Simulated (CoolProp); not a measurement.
Vapour-liquid equilibrium of toluene (1) + p-xylene (2) at 403.8 K; x and y are mole fractions of (1).

Model: multi-fluid Helmholtz-energy mixture model, Lemmon 2006 and Zhou 2012; pair parameters Bell 2016, in CoolProp.

Task: Give the bubble pressure and the first vapour's composition at x = 0.2, 0.8, 0.95. Is there an azeotrope?

Result: x = 0.2: 0.1004 MPa, y = 0.340; x = 0.8: 0.1553 MPa, y = 0.888; x = 0.95: 0.1688 MPa, y = 0.974. No azeotrope shows between x = 0.05 and 0.95.

The pair parameters rest on a limited set of measurements; away from them the model extrapolates.
